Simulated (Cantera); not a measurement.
A perfectly stirred reactor is fed with CO : H2 : O2 : N2 : H2O = 1 : 0.07 : 0.486 : 4.33 : 0.069 (molar parts), at 2.27 atm; it is adiabatic with a 600 K inlet, and is followed from long to short residence time, starting on the burning branch (τ in s: 0.031, 0.016, 0.0081, 0.0041, 0.0021, 0.0011, 0.00055, 0.00028, 0.00014, 7.4e-05, 3.8e-05, 1.9e-05, 9.8e-06).

Cantera simulation using GRI-Mech 3.0 (53 species, 325 reactions); the numbers are that mechanism's predictions, not measurements. The hydrogen kinetics of GRI-Mech 3.0 are dated; newer H2 mechanisms differ, most at raised pressure.

x: mole fraction; the columns are a selection and need not sum to one.

```
τ (s)    T (K)    x CO      x H2     x O2       x H   x CO2
-------  -----  ------  --------  -------  --------  ------
0.031     1861  0.0253  0.000918  0.00387  0.000440   0.157
0.016     1838  0.0280   0.00103  0.00523  0.000627   0.154
0.0081    1808  0.0314   0.00117  0.00691  0.000912   0.150
0.0041    1771  0.0354   0.00134  0.00891   0.00133   0.145
0.0021    1726  0.0401   0.00152   0.0112   0.00191   0.140
0.0011    1674  0.0455   0.00170   0.0139   0.00267   0.134
0.00055   1602       ?   0.00185        ?         ?   0.126
0.00028   1501  0.0649   0.00186   0.0235   0.00420   0.112
0.00014    600   0.168    0.0118   0.0816    <1e-12  <1e-12
7.4e-5     600   0.168    0.0118   0.0816    <1e-12  <1e-12
3.8e-5     600   0.168    0.0118   0.0816    <1e-12  <1e-12
1.9e-5     600   0.168    0.0118   0.0816    <1e-12  <1e-12
9.8e-6     600   0.168    0.0118   0.0816    <1e-12  <1e-12
```

**Question.** Fill in the missing entries.

**Answer.** 
- 0.00055, x CO: 0.0529
- 0.00055, x O2: 0.0175
- 0.00055, x H: 0.00363
